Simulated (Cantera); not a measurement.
An isothermal, constant-pressure homogeneous reactor starts with 4.00 % C₂H₆, 96.0 % N₂, at 1623 K and 1.01 bar.

Detailed kinetics in Cantera: GRI-Mech 3.0 (53 species, 325 reactions). GRI-Mech 3.0 stops at C3 and has no aromatics, soot or wall deposition, so with more carbon than oxygen in the feed, carbon stays in small species such as C2H2 where larger ones or solid carbon would form.

Question: Predict: x(C₂H₆) at 100 s; x(CH₂) at 100 s; x(C₂H) at 100 s; x(C₂H₂) at 100 s; x(C₂H₄) at 100 s; x(H) at 100 s; x(CH₃) at 100 s.

Answer: 
| Quantity | Result |
|---|---|
| x(C₂H₆) at 100 s | 6.45e-8 (gas-phase equilibrium 1.92e-8) |
| x(CH₂) at 100 s | 1.20e-9 (gas-phase equilibrium 6.52e-10) |
| x(C₂H) at 100 s | 3.54e-8 (gas-phase equilibrium 1.03e-8) |
| x(C₂H₂) at 100 s | 0.0364 (gas-phase equilibrium 0.0106) |
| x(C₂H₄) at 100 s | 0.000242 (gas-phase equilibrium 7.12e-5) |
| x(H) at 100 s | 1.86e-5 (gas-phase equilibrium 1.87e-5) |
| x(CH₃) at 100 s | 4.89e-6 (gas-phase equilibrium 2.67e-6) |
